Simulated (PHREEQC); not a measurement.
# Spent oxide etchant: an equilibrium model

Make-up at 25 °C: 5.6 mmol/kgw NH4HF2, 0.064 mmol/kgw (NH4)2SiF6, 0.1 mmol/kgw H3PO4 and 0.84 mmol/kgw H2SO4. Closed to the air; pH follows from the charge balance.

Equilibrium calculation in PHREEQC: ion-association model, wateq4f.dat.

Each row changes one thing in this solution. No solid was allowed to form.

```json
[
 {"case": "as made", "pH": "3.04", "ionic strength (mol/kgw)": "0.00751", "HF (mol/kgw)": "0.00602", "F- (mol/kgw)": "0.00477", "SO4-2 (mol/kgw)": "0.000750", "HF2- (mol/kgw)": "0.000110", "SI of Quartz (SiO2)": "-4.24"},
 {"case": "H3PO4 from 0.0001 to 1e-05 mol/kgw", "pH": "3.04", "ionic strength (mol/kgw)": "0.00749", "HF (mol/kgw)": "0.00596", "F- (mol/kgw)": "0.00483", "SO4-2 (mol/kgw)": "0.000751", "HF2- (mol/kgw)": "0.000111", "SI of Quartz (SiO2)": "-4.24"},
 {"case": "H3PO4 from 0.0001 to 0.0005 mol/kgw", "pH": "3.00", "ionic strength (mol/kgw)": "0.00760", "HF (mol/kgw)": "0.00625", "F- (mol/kgw)": "0.00453", "SO4-2 (mol/kgw)": "0.000746", "HF2- (mol/kgw)": "0.000109", "SI of Quartz (SiO2)": "-4.26"},
 {"case": "temperature from 25 to 5 °C", "pH": "2.94", "ionic strength (mol/kgw)": "0.00776", "HF (mol/kgw)": "0.00565", "F- (mol/kgw)": "0.00504", "SO4-2 (mol/kgw)": "0.000757", "HF2- (mol/kgw)": "8.89e-5", "SI of Quartz (SiO2)": "-5.32"},
 {"case": "H2SO4 from 0.00084 to 0.000756 mol/kgw", "pH": "3.05", "ionic strength (mol/kgw)": "0.00739", "HF (mol/kgw)": "0.00590", "F- (mol/kgw)": "0.00489", "SO4-2 (mol/kgw)": "0.000677", "HF2- (mol/kgw)": "0.000111", "SI of Quartz (SiO2)": "-4.23"},
 {"case": "(NH4)2SiF6 from 6.4e-05 to 5.76e-05 mol/kgw", "pH": "3.04", "ionic strength (mol/kgw)": "0.00749", "HF (mol/kgw)": "0.00602", "F- (mol/kgw)": "0.00477", "SO4-2 (mol/kgw)": "0.000750", "HF2- (mol/kgw)": "0.000110", "SI of Quartz (SiO2)": "-4.29"},
 {"case": "H2SO4 replaced by Rb2SO4 at the same molality", "pH": "3.23", "ionic strength (mol/kgw)": "0.00884", "HF (mol/kgw)": "0.00479", "F- (mol/kgw)": "0.00606", "SO4-2 (mol/kgw)": "0.000769", "HF2- (mol/kgw)": "0.000112", "SI of Quartz (SiO2)": "-4.06"},
 {"case": "H3PO4 left out", "pH": "3.04", "ionic strength (mol/kgw)": "0.00748", "HF (mol/kgw)": "0.00596", "F- (mol/kgw)": "0.00484", "SO4-2 (mol/kgw)": "0.000751", "HF2- (mol/kgw)": "0.000111", "SI of Quartz (SiO2)": "-4.24"},
 {"case": "NH4HF2 from 0.0056 to 0.056 mol/kgw", "pH": "3.14", "ionic strength (mol/kgw)": "0.0575", "HF (mol/kgw)": "0.0406", "F- (mol/kgw)": "0.0476", "SO4-2 (mol/kgw)": "0.000619", "HF2- (mol/kgw)": "0.00752", "SI of Quartz (SiO2)": "-9.67"}
]
```

Species that the database lacks are ignored. H3PO4, which wateq4f.dat lacks, is added to it with the constant of phreeqc.dat. At this temperature some constants are extrapolated from 25 °C, and those without enthalpy data are left unchanged. SiF6-2 is the database's only silicon fluoride.
